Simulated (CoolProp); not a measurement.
Methanol along the isotherm 332.1 K: fugacity coefficient from the reference equation and from simpler models built on Tc = 513.4 K, pc = 8.216 MPa, ω = 0.565; each cubic takes its own stable root.

Values from CoolProp's reference Helmholtz-energy equation of state, de Reuck 1993.

```
p (MPa)   phase  reference
-------  ------  ---------
0.456    liquid     0.1730
0.913    liquid    0.08704
1.37     liquid    0.05841
1.83     liquid    0.04404
2.28     liquid    0.03559
2.74     liquid    0.02983
3.2      liquid    0.02572
3.65     liquid    0.02271
4.11     liquid    0.02031
```

### Question
How far does each simpler model (van der Waals, Soave-Redlich-Kwong, Peng-Robinson) lie from the reference over these 9 states: mean and median of the absolute difference, and the worst?

### Answer
- van der Waals: mean 1049.8 %, median 1141.1 %, worst +1177.7 % at 332.1 K and 4.11 MPa
- Soave-Redlich-Kwong: mean 2.7 %, median 2.7 %, worst -3.5 % at 332.1 K and 0.456 MPa
- Peng-Robinson: mean 0.5 %, median 0.5 %, worst +0.9 % at 332.1 K and 4.11 MPa

At some of these states van der Waals gives the other phase, because its saturation line lies elsewhere.
